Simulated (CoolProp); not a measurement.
Vapour-liquid equilibrium of R22 (1) + R115 (2) at 9.88 bar; x and y are mole fractions of (1).

Values from CoolProp's multi-fluid Helmholtz-energy mixture model, Kamei 1995 and Lemmon 2016; pair parameters Bell 2016.

**Question.** Give the bubble temperature and the first vapour's composition at x = 0.575, 0.8, 0.875. Is there an azeotrope?

**Answer.** x = 0.575: 19.6 °C, y = 0.565; x = 0.8: 20.8 °C, y = 0.768; x = 0.875: 21.5 °C, y = 0.849. y crosses x between x = 0.5 and 0.575: the model has an azeotrope there.

The pair parameters rest on a limited set of measurements; away from them the model extrapolates.
